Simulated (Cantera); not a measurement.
Feed: 1 mol Si, 2 mol HBr, 7.5 mol N2, equilibrated at 0.0105 Torr.

Points: T (K) = 700, 800, 900, 1000, 1100, 1200, 1300, 1400, 1500, 1600, 1700.

Cantera's Mixture.equilibrate('TP', solver="vcs", rtol=1e-11, max_steps=5000) on the NASA tables stopped like this:

```
3e-01  HBr 1.547e-01  H2 3.310e-02  SiBr2 2.273e-02  Br 1.857e-02  SiBr3 3.203e-04  SiBr4 3.077e-04  H 9.596e-06  Br2 2.856e-06  SiHBr3 1.077e-06
   condensed (mol): Si3N4(a) 0.2628
T = 1300 K  P = 1.4 Pa  gas = 9.236 mol
   x: N2 7.687e-01  HBr 1.004e-01  H2 5.804e-02  SiBr2 4.303e-02  Br 2.962e-02  SiBr3 1.317e-04  H 7.123e-05  SiBr4 1.676e-05  SiBr 1.650e-05  Br2 1.586e-06
   condensed (mol): Si3N4(a) 0.2004
T = 1400 K  P = 1.4 Pa  gas = 9.389 mol
   x: N2 7.670e-01  H2 7.817e-02  SiBr2 5.844e-02  HBr 5.630e-02  Br 3.945e-02  H 3.635e-04  SiBr 2.404e-04  SiBr3 4.318e-05  Si 3.870e-05
   condensed (mol): Si3N4(a) 0.1494
ERROR: FAILURE its = 5001!

*******************************************************************************
CanteraError thrown by MultiPhase::equilibrate:
VCS solver failed. Return code: -1
*******************************************************************************
```

Question: What got this run through?

Answer: This is not unique; one that fits is The failure is numerical, not chemical. The same input converged with solver="gibbs", rtol=1e-10, max_steps=50000, and the result passed a check of the equilibrium conditions:
```
T = 700 K  P = 1.4 Pa  gas = 8.811 mol
   x: N2 7.806e-01  HBr 1.966e-01  H2 1.520e-02  SiBr4 7.602e-03
   condensed (mol): Si3N4(a) 0.311
T = 800 K  P = 1.4 Pa  gas = 8.813 mol
   x: N2 7.801e-01  HBr 1.986e-01  H2 1.420e-02  SiBr4 7.093e-03  Br 1.797e-05
   condensed (mol): Si3N4(a) 0.3125
T = 900 K  P = 1.4 Pa  gas = 8.815 mol
   x: N2 7.797e-01  HBr 1.997e-01  H2 1.357e-02  SiBr4 6.714e-03  Br 2.318e-04  SiBr3 1.139e-05  SiBr2 1.119e-05
   condensed (mol): Si3N4(a) 0.3135
T = 1000 K  P = 1.4 Pa  gas = 8.826 mol
   x: N2 7.786e-01  HBr 1.996e-01  H2 1.349e-02  SiBr4 6.015e-03  Br 1.768e-03  SiBr2 4.179e-04  SiBr3 1.011e-04  SiHBr3 1.659e-06  Br2 1.331e-06
   condensed (mol): Si3N4(a) 0.3141
T = 1100 K  P = 1.4 Pa  gas = 8.896 mol
   x: N2 7.744e-01  HBr 1.915e-01  H2 1.667e-02  Br 8.059e-03  SiBr2 5.956e-03  SiBr4 3.051e-03  SiBr3 3.857e-04  Br2 3.234e-06  SiHBr3 2.316e-06
   condensed (mol): Si3N4(a) 0.3055
T = 1200 K  P = 1.4 Pa  gas = 9.054 mol
   x: N2 7.703e-01  HBr 1.547e-01  H2 3.310e-02  SiBr2 2.273e-02  Br 1.857e-02  SiBr3 3.203e-04  SiBr4 3.077e-04  H 9.596e-06  Br2 2.856e-06  SiHBr3 1.077e-06
   condensed (mol): Si3N4(a) 0.2628
T = 1300 K  P = 1.4 Pa  gas = 9.236 mol
   x: N2 7.687e-01  HBr 1.004e-01  H2 5.804e-02  SiBr2 4.303e-02  Br 2.962e-02  SiBr3 1.317e-04  H 7.123e-05  SiBr4 1.676e-05  SiBr 1.650e-05  Br2 1.586e-06
   condensed (mol): Si3N4(a) 0.2004
T = 1400 K  P = 1.4 Pa  gas = 9.389 mol
   x: N2 7.670e-01  H2 7.817e-02  SiBr2 5.844e-02  HBr 5.630e-02  Br 3.945e-02  H 3.635e-04  SiBr 2.404e-04  SiBr3 4.318e-05  Si 3.870e-05
   condensed (mol): Si3N4(a) 0.1494
T = 1500 K  P = 1.4 Pa  gas = 9.846 mol
   x: N2 7.617e-01  H2 8.096e-02  Br 6.623e-02  SiBr2 4.791e-02  HBr 3.986e-02  H 1.339e-03  SiBr 1.178e-03  Si 7.517e-04  SiBr3 1.355e-05  Si2N 4.738e-06  SiN 3.154e-06  SiH 2.568e-06
   condensed (mol): Si(cr) 0.509
T = 1600 K  P = 1.4 Pa  gas = 10.15 mol
   x: N2 7.390e-01  Br 1.063e-01  H2 8.161e-02  HBr 2.967e-02  SiBr2 2.886e-02  Si 6.965e-03  H 4.151e-03  SiBr 3.327e-03  Si2N 3.238e-05  SiN 1.930e-05  Si2 1.736e-05  SiH 1.622e-05  Si3 3.798e-06  SiBr3 3.598e-06
   condensed (mol): Si(cr) 0.6012
T = 1700 K  P = 1.4 Pa  gas = 10.86 mol
   x: N2 6.908e-01  Br 1.343e-01  H2 7.739e-02  Si 4.847e-02  HBr 1.842e-02  SiBr2 1.240e-02  H 1.096e-02  SiBr 6.735e-03  Si2 2.125e-04  Si2N 1.648e-04  SiN 9.128e-05  SiH 7.807e-05  Si3 5.353e-05  SiH2 1.098e-06
   condensed (mol): Si(L) 0.2543
```

The gas is ideal and each condensed phase is pure. N2 is the only nitrogen source here; it is nearly inert below about 1500 K, so the nitride shown seldom forms there in practice. The tables' values for SiBr, SiBr3, SiN are old estimates; treat these amounts as uncertain.
